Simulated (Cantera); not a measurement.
What does this Cantera script print?

```python
import numpy as np
import cantera as ct

gas = ct.Solution("SiF4_NH3_mec.yaml", "gas")
gas.TPX = 1648, 4200, {'NH3': 1, 'N2': 0.76}
inlet = ct.Reservoir(gas, clone=True)

reactor = ct.IdealGasConstPressureReactor(gas, energy="off", clone=False)
exhaust = ct.Reservoir(gas, clone=True)
tau = [7.9, 2.4, 0.73, 0.22, 0.067, 0.02, 0.0061, 0.0019, 0.00056, 0.00017][0]
for a, b in ((inlet, reactor), (reactor, exhaust)):
    ct.MassFlowController(a, b, mdot=lambda t: reactor.mass / tau)
net = ct.ReactorNet([reactor])
show = ['NH3', 'H2', 'H', 'N', 'NH2', 'N2H4', 'N2H2']

rows = []
print(f"{'tau/s':>10s}{'T/K':>9s}" + "".join(f"{s:>11s}" for s in show))
for tau in [7.9, 2.4, 0.73, 0.22, 0.067, 0.02, 0.0061, 0.0019, 0.00056, 0.00017]:
    net.initial_time = 0.0
    net.advance(30 * tau)
    before = gas.X
    net.advance(40 * tau)
    drift = np.max(np.abs(gas.X - before) / (gas.X + 1e-9))
    rows.append([gas.T, *gas[show].X, drift])
    print(f"{tau:10.3e}{gas.T:9.1f}" + "".join(f"{x:11.3e}" for x in gas[show].X))
```

Output:

```
     tau/s      T/K        NH3         H2          H          N        NH2       N2H4       N2H2
 7.900e+00   1648.0  4.226e-01  1.391e-01  1.910e-05  4.748e-08  1.421e-04  1.299e-08  9.210e-07
 2.400e+00   1648.0  5.117e-01  5.386e-02  7.264e-06  3.061e-08  1.679e-04  1.815e-08  1.266e-06
 7.300e-01   1648.0  5.498e-01  1.749e-02  2.437e-06  1.234e-08  1.825e-04  2.145e-08  1.397e-06
 2.200e-01   1648.0  5.629e-01  4.957e-03  7.263e-07  3.446e-09  1.831e-04  2.158e-08  1.318e-06
 6.700e-02   1648.0  5.669e-01  1.130e-03  1.816e-07  7.582e-10  1.580e-04  1.607e-08  9.479e-07
 2.000e-02   1648.0  5.680e-01  1.318e-04  3.058e-08  9.134e-11  8.675e-05  4.850e-09  2.740e-07
 6.100e-03   1648.0  5.681e-01  1.695e-05  1.130e-08  1.255e-11  2.861e-05  5.262e-10  2.706e-08
 1.900e-03   1648.0  5.682e-01  4.540e-06  9.843e-09  1.219e-12  8.938e-06  5.069e-11  2.340e-09
 5.600e-04   1648.0  5.682e-01  1.312e-06  9.671e-09  3.258e-14  2.630e-06  4.193e-12  1.614e-10
 1.700e-04   1648.0  5.682e-01  3.913e-07  9.503e-09  6.536e-16  7.919e-07  3.320e-13  9.030e-12
```

Cantera simulation using the gas-phase N/H chemistry of the illustrative SiF4/NH3 mechanism in the Surface Chemkin manual (1991); the numbers are that mechanism's predictions, not measurements. Walls and surfaces, which speed up NH3 decomposition in real reactors, are not modelled.
